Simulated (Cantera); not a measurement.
# Transport properties of process gases

Gas mixture: O2 = 0.14 (molar parts), at 0.000490 bar, frozen composition.

Cantera's kinetic-theory transport with the Lennard-Jones parameters of GRI-Mech 3.0, ideal gas; thermal conductivity in the mixture-averaged form.

```csv
T (K),ρ (kg/m³),cp (J/kg/K),μ (µPa s),λ (mW/m/K),Pr,D (cm²/s) C2H2,D (cm²/s) NO,D (cm²/s) OH
400,0.000471,941.4,25.6,33.9,0.713,579,701,1100
500,0.000377,971.4,30.0,41.1,0.709,859,1030,1610
600,0.000314,1003,34.1,48.2,0.709,1180,1400,2200
700,0.000269,1031,37.8,55.0,0.709,1540,1820,2850
800,0.000236,1055,41.4,61.4,0.710,1930,2280,3560
900,0.000210,1074,44.7,67.6,0.710,2360,2780,4330
1000,0.000189,1090,47.9,73.6,0.710,2820,3310,5170
1100,0.000171,1103,51.0,79.4,0.709,3310,3880,6050
1200,0.000157,1114,54.0,84.9,0.708,3830,4480,7000
```
D: mixture-averaged diffusion coefficient of that species in the mixture.
